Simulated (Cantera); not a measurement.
# Gas-phase reforming

An isothermal, constant-pressure homogeneous reactor starts with CH₄ : H₂O : H₂ = 1 : 0.41 : 0.18 (molar parts), at 1325 K and 10.0 bar.

Detailed kinetics in Cantera: GRI-Mech 3.0 (53 species, 325 reactions). GRI-Mech 3.0 stops at C3 and has no aromatics, soot or wall deposition, so with more carbon than oxygen in the feed, carbon stays in small species such as C2H2 where larger ones or solid carbon would form.

```tsv
t (s)	x CH₄	x H₂O	x H₂	x CH₂O	x CO	x O₂	x CH₂
0.000200	0.629	0.258	0.113	1.58e-10	1.63e-12	<1e-12	1.34e-12
0.000478	0.629	0.258	0.113	6.78e-10	2.35e-11	<1e-12	1.53e-12
0.00114	0.629	0.258	0.113	2.31e-9	2.13e-10	<1e-12	1.58e-12
0.00274	0.629	0.258	0.113	7.94e-9	1.80e-9	<1e-12	1.68e-12
0.00654	0.629	0.258	0.113	2.74e-8	1.57e-8	<1e-12	1.90e-12
0.0156	0.628	0.258	0.114	7.76e-8	1.27e-7	<1e-12	2.29e-12
0.0374	0.627	0.258	0.114	1.35e-7	7.46e-7	<1e-12	2.72e-12
0.0894	0.624	0.257	0.117	1.52e-7	2.82e-6	<1e-12	2.97e-12
0.214	0.617	0.257	0.122	1.56e-7	8.58e-6	<1e-12	3.37e-12
0.511	0.600	0.255	0.135	1.64e-7	2.78e-5	<1e-12	4.53e-12
1.22	0.567	0.251	0.159	1.82e-7	0.000107	<1e-12	7.27e-12
2.92	0.531	0.247	0.187	2.03e-7	0.000424	<1e-12	1.10e-11
6.99	0.522	0.244	0.194	2.04e-7	0.00123	<1e-12	1.17e-11
16.7	0.521	0.240	0.198	1.97e-7	0.00282	<1e-12	1.13e-11
40.0	0.519	0.231	0.208	1.83e-7	0.00621	<1e-12	1.03e-11
```
x: mole fraction; the columns are a selection and need not sum to one.

Equilibrium at this temperature and pressure: CH₄ 0.244, H₂O 0.000655, H₂ 0.585, CH₂O 4.60e-7, CO 0.169, O₂ <1e-12, CH₂ 1.43e-12 (gas phase only).
